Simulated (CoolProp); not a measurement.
Computed with CoolProp (reference Helmholtz-energy equation of state, Lemmon 2006). It is a short technical equation, of lower accuracy than the large ones.

Task: Give the vapour pressure (MPa), vapour density (kg/m³), enthalpy of vaporisation (kJ/kg), liquid viscosity (µPa s) of saturated R142b at 211.2, 255, 276.9 K.

Result: 
```csv
T (K),p (MPa),vapour density (kg/m³),enthalpy of vaporisation (kJ/kg),liquid viscosity (µPa s)
211.2,0.00625,0.360,251,700
255,0.0692,3.39,228,378
276.9,0.166,7.69,216,291
```

Viscosity comes from a separate model (Huber 2003), an estimate that may be off by 10 % or more.
